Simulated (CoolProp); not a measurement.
Vapour-liquid equilibrium of propane (1) + benzene (2) at 48.45 °C; x and y are mole fractions of (1).

The numbers come from the multi-fluid Helmholtz-energy mixture model, Lemmon 2009 and Thol 2012; pair parameters Bell 2016 in CoolProp.

```
x     bubble pressure, mixture model (bar)  bubble pressure, Raoult's law (bar)  y, mixture model  y, Raoult's law
----  ------------------------------------  -----------------------------------  ----------------  ---------------
0.05                                 1.702                                1.152             0.800            0.719
0.15                                 3.945                                2.774             0.915            0.895
0.25                                 5.733                                4.397             0.943            0.942
0.35                                 7.229                                6.019             0.956            0.963
0.45                                 8.555                                7.641             0.965            0.975
0.55                                 9.801                                9.263             0.971            0.983
0.65                                 11.04                                10.89             0.977            0.989
0.75                                 12.35                                12.51             0.983            0.993
0.85                                 13.80                                14.13             0.989            0.996
0.95                                 15.53                                15.75             0.996            0.999
```

The largest gap from Raoult's law is +47.7 % in bubble pressure, at x = 0.05. No azeotrope shows between x = 0.05 and 0.95.

Pair parameters are fitted to limited data, so mixtures are less certain than the pure fluids. The gap from Raoult's law changes sign with composition, which may be real or a fault of the pair parameters; it wasn't checked against measurements.
